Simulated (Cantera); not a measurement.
**Equilibrium for chlorosilane synthesis and conversion: Si + Cl₂ + H₂**

A closed system holds: 1 mol Si, a varied amount of Cl₂, 0.25 mol H₂, held at 777 °C and 1.00 bar.

Cantera equilibrium calculation (NASA polynomials, part measured and part estimated; ideal gas, pure solids and liquids). Candidate condensed phases: Si; 19 gas species. The tables' values for SiCl₃ are old estimates; treat these amounts as uncertain. The numbers say what is thermodynamically allowed, not how fast it happens.

| n(Cl₂) (mol) | x SiCl₄ | x H₂ | x HCl | x Cl₂ | x SiHCl₃ | n Si(s) |
|---|---|---|---|---|---|---|
| 0.5 | 0.417 | 0.444 | 0.0172 | <1e-12 | 0.112 | 0.737 |
| 0.82 | 0.539 | 0.320 | 0.0156 | <1e-12 | 0.115 | 0.572 |
| 1.1 | 0.609 | 0.254 | 0.0143 | <1e-12 | 0.112 | 0.428 |
| 1.5 | 0.676 | 0.194 | 0.0129 | <1e-12 | 0.106 | 0.224 |
| 1.8 | 0.712 | 0.164 | 0.0120 | <1e-12 | 0.101 | 0.0708 |
| 2.1 | 0.735 | 0.106 | 0.154 | 1.96e-11 | 0.00523 | 0 |
| 2.4 | 0.606 | 8.83e-11 | 0.303 | 0.0908 | 1.83e-12 | 0 |
| 2.8 | 0.488 | 1.94e-11 | 0.244 | 0.268 | <1e-12 | 0 |
x: gas mole fraction; n: condensed amount in mol.

From 0.5 mol Cl₂ to 1.8 mol Cl₂ the condensed part is Si(s). From 2.1 mol Cl₂ to 2.8 mol Cl₂ nothing is condensed. The main Si-bearing gas is SiCl₄ throughout.
